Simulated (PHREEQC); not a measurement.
A solution holds 0.0165 mol/kgw KHCO3 and 0.0013 mol/kgw Na2CO3, at 20 °C. Closed to the air; pH follows from the charge balance.

Computed with PHREEQC (ion-association model, phreeqc.dat).

Precipitation was switched off in this run.

**Question.** Estimate the pH, ionic strength, specific conductance.

**Answer.** pH 9.10; ionic strength 0.0203 mol/kgw; specific conductance 1810 µS/cm.

**Question.** In which forms is C present?

**Answer.** HCO3- 92 %, CO3-2 7.2 % of the C.
